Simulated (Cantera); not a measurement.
Feed: 1 mol SiC, 0.12 mol N2O, 1.8 mol H2, at 6.00 bar.

These are equilibrium values from Cantera (NASA tables, ideal gas, pure condensed phases), not measurements of a reactor. Candidate condensed phases: C, C6H6, C7H8, C8H18, H2O, Si, SiC, SiO2, Si2N2O, Si3N4; 151 gas species. Mutual solubility and eutectic melting of coexisting phases are not modelled. Rates play no part.

Q: Which condensed phases are stable at each of these points (T (K)): 1248, 1348, 1448, 1548, 1648, 1748, 1848, 1948?

A: 
```json
[
 {"T (K)": "1248", "condensed phases": "C(graphite) + SiC(s) + Si2N2O(s)", "Si condensed (%)": "100.0"},
 {"T (K)": "1348", "condensed phases": "C(graphite) + SiC(s) + Si2N2O(s)", "Si condensed (%)": "100.0"},
 {"T (K)": "1448", "condensed phases": "C(graphite) + SiC(s) + Si2N2O(s)", "Si condensed (%)": "100.0"},
 {"T (K)": "1548", "condensed phases": "C(graphite) + SiC(s) + Si2N2O(s)", "Si condensed (%)": "100.0"},
 {"T (K)": "1648", "condensed phases": "C(graphite) + SiC(s) + Si2N2O(s)", "Si condensed (%)": "100.0"},
 {"T (K)": "1748", "condensed phases": "C(graphite) + SiC(s) + Si2N2O(s)", "Si condensed (%)": "100.0"},
 {"T (K)": "1848", "condensed phases": "SiC(s) + Si2N2O(s)", "Si condensed (%)": "99.9"},
 {"T (K)": "1948", "condensed phases": "SiC(s) + Si2N2O(s)", "Si condensed (%)": "99.7"}
]
```

From 1248 K to 1748 K the condensed part is C(graphite) + SiC(s) + Si2N2O(s). From 1848 K to 1948 K the condensed part is SiC(s) + Si2N2O(s).
